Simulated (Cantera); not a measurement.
Cantera run:

```python
import numpy as np
import cantera as ct

gas_names = """
    CL CL2 H HCL H2 Si SiCL SiCL2 SiCL3 SiCL4 SiH SiHCL3 SiH2 SiH2CL2 SiH3 SiH3CL SiH4 Si2 Si3
""".split()
cond_names = """
    Si(cr) Si(L)
""".split()


# ... load() reads the species with a 1 bar reference pressure and builds the phases ...
atoms = {
    'SiH2Cl2': {'Si': 1, 'H': 2, 'CL': 2},
    'HCl': {'H': 1, 'CL': 1},
    'H2': {'H': 2},
}
top_T = {}  # K; cautious upper limits of use, not melting points


# ... equilibrate(T, P, feed) seeds the gas with the atoms and calls Mixture.equilibrate('TP', solver="gibbs", rtol=1e-10, max_steps=50000) ...
results = []
T = 898  # K
P = 38000  # Pa
for m in [7.3, 13, 22, 39, 69, 120, 210, 370]:
    feed = {'SiH2Cl2': 1, 'HCl': 0.043, 'H2': m}  # mol
    mix = equilibrate(T, P, feed)
    results.append((T, P, feed, dict(zip(mix.species_names, mix.species_moles))))

top = {s: max(r[3][s] / sum(r[3][g] for g in gas_names) for r in results) for s in gas_names}
cols = sorted((s for s in top if top[s] > 0.001), key=lambda s: -top[s])[:7]
seen = [c for c in cond_names if any(r[3].get(c, 0) > 1e-12 for r in results)]
print("log10 of partial pressures in bar; condensed amounts in mol")
print(f"{'n(H2)':>10s}" + "".join(f"{s[:9]:>10s}" for s in cols + seen))
for T, P, feed, n in results:
    ng = sum(n[g] for g in gas_names)
    print(f"{feed['H2']:10.4g}" + "".join(f"{np.log10(max(n[s] / ng * P / 1e5, 1e-99)):10.3f}" for s in cols)
          + "".join(f"{n.get(c, 0):10.4g}" for c in seen))
```

Output:

```
log10 of partial pressures in bar; condensed amounts in mol
     n(H2)        H2     SiCL4    SiHCL3       HCL   SiH2CL2    Si(cr)
       7.3    -0.451    -1.827    -2.064    -2.769    -3.326    0.4432
        13    -0.439    -2.070    -2.241    -2.824    -3.436    0.4412
        22    -0.432    -2.310    -2.417    -2.880    -3.549    0.4409
        39    -0.428    -2.585    -2.621    -2.947    -3.682    0.4436
        69    -0.425    -2.874    -2.837    -3.018    -3.824     0.451
       120    -0.423    -3.169    -3.057    -3.091    -3.969    0.4653
       210    -0.422    -3.486    -3.295    -3.169    -4.127      0.49
       370    -0.421    -3.833    -3.554    -3.256    -4.300    0.5296
```

These are equilibrium values from Cantera (NASA tables, ideal gas, pure condensed phases), not measurements of a reactor. The tables' values for SiCl3 are old estimates; treat these amounts as uncertain.
